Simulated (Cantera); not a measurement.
Thermodynamics of silicon nitride deposition, feed Si2Cl6 + NH3

Charge: 1 mol Si2Cl6, 5.2 mol NH3, equilibrated at 90.0 Torr.

Cantera equilibrium calculation (NASA polynomials, part measured and part estimated; ideal gas, pure solids and liquids). Candidate condensed phases: NH4Cl, Si, Si3N4; 28 gas species. The feed counts by its element totals alone. The tables' values for SiCl3, SiCl, SiN are old estimates; treat these amounts as uncertain. Gases not in the tables: Si2H6 and higher silanes. Kinetics and transport are ignored.

From 1150 K to 1825 K the condensed part is Si3N4(s). From 1900 K to 2050 K the condensed part is Si(l). The main Si-bearing gas is SiCl4 at 1150 K and SiCl2 at 2050 K. The share of Si in condensed phases is highest at 1300 K (82.1 %) and lowest at 1900 K (4.7 %).

```tsv
T (K)	x H2	x HCl	x N2	x SiCl2	x SiCl4	x SiCl3	n Si3N4(s)	n Si(l)
1150	0.466	0.374	0.128	3.38e-5	0.0314	0.000312	0.537	0
1225	0.461	0.382	0.126	0.000194	0.0286	0.000838	0.544	0
1300	0.458	0.387	0.126	0.000896	0.0257	0.00197	0.547	0
1375	0.455	0.387	0.126	0.00338	0.0222	0.00404	0.542	0
1450	0.455	0.379	0.129	0.0104	0.0174	0.00705	0.519	0
1525	0.457	0.357	0.136	0.0257	0.0116	0.00999	0.467	0
1600	0.465	0.320	0.147	0.0500	0.00605	0.0111	0.382	0
1675	0.476	0.271	0.161	0.0788	0.00253	0.00979	0.276	0
1750	0.489	0.221	0.174	0.106	0.000909	0.00738	0.167	0
1825	0.501	0.176	0.186	0.130	0.000305	0.00507	0.0679	0
1900	0.502	0.160	0.194	0.138	0.000126	0.00359	0	0.0944
1975	0.497	0.165	0.194	0.136	6.77e-5	0.00277	0	0.124
2050	0.493	0.170	0.193	0.133	3.77e-5	0.00217	0	0.148
```
x: gas mole fraction; n: condensed amount in mol.
